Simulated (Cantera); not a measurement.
Feed: 1 mol trisilylamine, 58 mol N2, equilibrated at 13.3 mbar.

Equilibrium computed with Cantera from the NASA thermochemical tables; the gas is ideal and each condensed phase is pure. Candidate condensed phases: Si, Si3N4; 18 gas species. The feed counts by its element totals alone. Rates play no part.

Task: At 1500 K, list the 3 most abundant gas species with their mole fractions, and the condensed phases.

Result: N2 0.926, H2 0.0737, H 4.14e-5. Condensed: Si3N4(s).
